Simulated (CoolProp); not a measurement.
Vapour-liquid equilibrium of propylene (1) + propane (2) at 1440 kPa; x and y are mole fractions of (1).

The numbers come from the multi-fluid Helmholtz-energy mixture model, Lemmon 2013 and Lemmon 2009; pair parameters Bell 2016 in CoolProp.

```
x     bubble temperature, mixture model (K)  bubble temperature, Raoult's law (K)  y, mixture model  y, Raoult's law
----  -------------------------------------  ------------------------------------  ----------------  ---------------
0.05                                      ?                                 314.9             0.059            0.060
0.2                                       ?                                 313.6             0.228            0.231
0.35                                  311.6                                 312.3             0.385            0.393
0.5                                   310.3                                 311.1                 ?            0.546
0.65                                      ?                                 309.9                 ?            0.691
0.8                                       ?                                 308.8             0.816            0.828
0.95                                  307.5                                 307.7             0.954            0.958
```

### Question
Some entries are withheld; supply them.

### Answer

- 0.05, bubble temperature, mixture model (K): 314.7
- 0.2, bubble temperature, mixture model (K): 313.0
- 0.5, y, mixture model: 0.534
- 0.65, bubble temperature, mixture model (K): 309.2
- 0.65, y, mixture model: 0.676
- 0.8, bubble temperature, mixture model (K): 308.3

The largest gap from Raoult's law is -0.8 K in bubble temperature, at x = 0.5. No azeotrope shows between x = 0.05 and 0.95.

Pair parameters are fitted to limited data, so mixtures are less certain than the pure fluids.
